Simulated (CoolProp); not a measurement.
Vapour-liquid equilibrium of R143a (1) + R134a (2) at 193.8 K; x and y are mole fractions of (1).

Model: multi-fluid Helmholtz-energy mixture model, Lemmon and Jacobsen 2000 and Tillner-Roth 1994; pair parameters Lemmon 2004, in CoolProp.

Q: Give the bubble pressure and the first vapour's composition at x = 0.35, 0.45, 0.85. Is there an azeotrope?

A: x = 0.35: 0.08215 bar, y = 0.693; x = 0.45: 0.09482 bar, y = 0.775; x = 0.85: 0.1454 bar, y = 0.960. No azeotrope shows between x = 0.05 and 0.95.

The pair parameters rest on a limited set of measurements; away from them the model extrapolates.
